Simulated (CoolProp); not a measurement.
R115 at several states: fugacity coefficient from the reference equation and from simpler models built on Tc = 80.0 °C, pc = 3.129 MPa, ω = 0.248; each cubic takes its own stable root.

The numbers come from the reference Helmholtz-energy equation of state, Lemmon 2016 in CoolProp.

```
T (°C)  p (MPa)          phase  reference  van der Waals  Peng-Robinson
------  -------  -------------  ---------  -------------  -------------
149.75   0.0664            gas     0.9963         0.9960         0.9955
-64.85   0.0282         liquid     0.9524         0.9910         0.9640
40.55     0.211            gas     0.9678         0.9735         0.9637
93.05      6.83  supercritical     0.4331         0.4601         0.4219
```

At some of these states van der Waals gives the other phase, because its saturation line lies elsewhere.
